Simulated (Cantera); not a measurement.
## Reactions in the system C-H-N-Ta

Source: NASA polynomial tables (part measured, part estimated), evaluated in Cantera. Values are per mole of reaction as written; species without (g) are pure solids or liquids, kept so even where they would boil at 1 bar. TaC: taken at fixed stoichiometry.

4 TaC + 2 NH3(g) → C2H4(g) + 4 Ta + 2 HCN(g)

```
T (K)  ΔH° (kJ)  ΔS° (J/K)  ΔG° (kJ)  log10 K
-----  --------  ---------  --------  -------
673       987.3      226.6     834.7   -64.79
873       985.2      223.9     789.7   -47.25
1073      983.1      221.8     745.1   -36.27
1273      980.7      219.8     701.0   -28.76
1473      978.0      217.8     657.2   -23.31
```
